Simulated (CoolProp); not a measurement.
Vapour-liquid equilibrium of R143a (1) + propane (2) at 1.8 MPa; x and y are mole fractions of (1).

Model: multi-fluid Helmholtz-energy mixture model, Lemmon and Jacobsen 2000 and Lemmon 2009; pair parameters Bell 2016, in CoolProp.

| x | bubble temperature (°C) | y at the bubble point | dew temperature at overall composition x (°C) | liquid density (mol/L) |
|---|---|---|---|---|
| 0.05 | 47.8 | 0.107 | 50.2 | 10.14 |
| 0.125 | 43.0 | 0.228 | 47.1 | 10.18 |
| 0.2 | 39.7 | 0.317 | 44.1 | 10.17 |
| 0.275 | 37.4 | 0.386 | 41.2 | 10.15 |
| 0.35 | 35.8 | 0.443 | 38.5 | 10.12 |
| 0.425 | 34.7 | 0.494 | 36.3 | 10.09 |
| 0.5 | 34.0 | 0.542 | 34.6 | 10.08 |
| 0.575 | 33.7 | 0.590 | 33.8 | 10.09 |
| 0.65 | 33.6 | 0.642 | 33.7 | 10.11 |
| 0.725 | 33.9 | 0.698 | 34.2 | 10.14 |
| 0.8 | 34.7 | 0.763 | 35.2 | 10.19 |
| 0.875 | 35.9 | 0.839 | 36.6 | 10.23 |
| 0.95 | 37.7 | 0.929 | 38.1 | 10.27 |

y crosses x between x = 0.575 and 0.65: the model has an azeotrope there.

The pair parameters rest on a limited set of measurements; away from them the model extrapolates.
